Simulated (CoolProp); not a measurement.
Dimethyl carbonate along the isotherm 583.1 K: Z from the reference equation and from simpler models built on Tc = 557.0 K, pc = 4.909 MPa, ω = 0.346; each cubic takes its own stable root.

Values from CoolProp's reference Helmholtz-energy equation of state, Zhou 2011.

```json
[
 {"p (MPa)": "0.245", "phase": "gas", "reference": "0.9851", "Pitzer virial": "0.9852", "Soave-Redlich-Kwong": "0.9854", "Peng-Robinson": "0.9836"},
 {"p (MPa)": "0.491", "phase": "gas", "reference": "[?]", "Pitzer virial": "0.9704", "Soave-Redlich-Kwong": "0.9706", "Peng-Robinson": "0.9669"},
 {"p (MPa)": "0.736", "phase": "gas", "reference": "0.9544", "Pitzer virial": "0.9556", "Soave-Redlich-Kwong": "0.9555", "Peng-Robinson": "[?]"},
 {"p (MPa)": "0.982", "phase": "gas", "reference": "[?]", "Pitzer virial": "[?]", "Soave-Redlich-Kwong": "0.9401", "Peng-Robinson": "0.9330"},
 {"p (MPa)": "1.23", "phase": "gas", "reference": "0.9223", "Pitzer virial": "0.9258", "Soave-Redlich-Kwong": "[?]", "Peng-Robinson": "0.9154"},
 {"p (MPa)": "1.47", "phase": "gas", "reference": "0.9062", "Pitzer virial": "0.9113", "Soave-Redlich-Kwong": "0.9086", "Peng-Robinson": "0.8981"},
 {"p (MPa)": "1.72", "phase": "gas", "reference": "0.8891", "Pitzer virial": "0.8962", "Soave-Redlich-Kwong": "0.8920", "Peng-Robinson": "0.8798"},
 {"p (MPa)": "1.96", "phase": "gas", "reference": "0.8722", "Pitzer virial": "[?]", "Soave-Redlich-Kwong": "[?]", "Peng-Robinson": "0.8619"},
 {"p (MPa)": "2.21", "phase": "gas", "reference": "0.8541", "Pitzer virial": "[?]", "Soave-Redlich-Kwong": "0.8583", "Peng-Robinson": "0.8429"},
 {"p (MPa)": "2.45", "phase": "gas", "reference": "0.8363", "Pitzer virial": "0.8521", "Soave-Redlich-Kwong": "0.8412", "Peng-Robinson": "0.8242"}
]
```

What belongs in the gaps?


- 0.491, reference: 0.9698
- 0.736, Peng-Robinson: 0.9501
- 0.982, reference: 0.9386
- 0.982, Pitzer virial: 0.9407
- 1.23, Soave-Redlich-Kwong: 0.9243
- 1.96, Pitzer virial: 0.8817
- 1.96, Soave-Redlich-Kwong: 0.8757
- 2.21, Pitzer virial: 0.8666
